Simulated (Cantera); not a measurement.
A closed system holds: 1 mol Pb, 1.9 mol CO, 19 mol N2, equilibrated at 1327 °C and 1.60 bar.

Equilibrium computed with Cantera from the NASA thermochemical tables; the gas is ideal and each condensed phase is pure. Candidate condensed phases: C, Pb, PbO, PbO2, Pb3O4; 27 gas species. Rates play no part.

Base state: N2 0.875, CO 0.0875, Pb 0.0379, Pb2 2.87e-5 (mole fractions); condensed: Pb(l).

Task: What changes in the equilibrium state with this change: pressure from 1.60 bar to 13.0 Pa?

Result: 
```tsv
species	before	after
N2	0.875	0.868
CO	0.0875	0.0868
Pb	0.0379	0.0457
Pb2	2.87e-5	3.40e-9
Pb(l), mol	0.176	0
```
